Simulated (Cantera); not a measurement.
Input: 1 mol SiC, 0.0038 mol Si, 0.14 mol N2, 0.021 mol C, held at 2900 K and 1330 Pa.

Equilibrium computed with Cantera from the NASA thermochemical tables; the gas is ideal and each condensed phase is pure. Candidate condensed phases: C, Si, SiC, Si3N4; 20 gas species. The tables' values for SiN are old estimates; treat these amounts as uncertain. Equilibrium is a limit: real reactors are often held back by kinetics, nucleation or transport.

Base state: Si 0.488, SiC2 0.337, N2 0.122, Si2C 0.0325, C3 0.00776, CN 0.00543, Si2 0.00225, C 0.00142 (mole fractions); condensed: C(graphite).

Problem. What changes in the equilibrium state with this change: temperature from 2900 K to 2325 K?

Solution. 
```
species             before    after
----------------  --------  -------
N2                   0.122    0.983
Si                   0.488   0.0134
SiC2                 0.337  0.00201
Si2C                0.0325  0.00117
C5                0.000104  2.60e-9
C4                 1.95e-5    <1e-9
C(graphite), mol     0.193   0.0190
SiC(s), mol              0     1.00
```

Problem. What changes in the equilibrium state with this change: temperature from 2900 K to 2475 K?

Solution. 
```tsv
species	before	after
N2	0.122	0.906
Si	0.488	0.0666
SiC2	0.337	0.0161
Si2C	0.0325	0.00892
C5	0.000104	6.71e-8
C4	1.95e-5	1.41e-8
C(graphite), mol	0.193	0.0265
SiC(s), mol	0	0.988
```
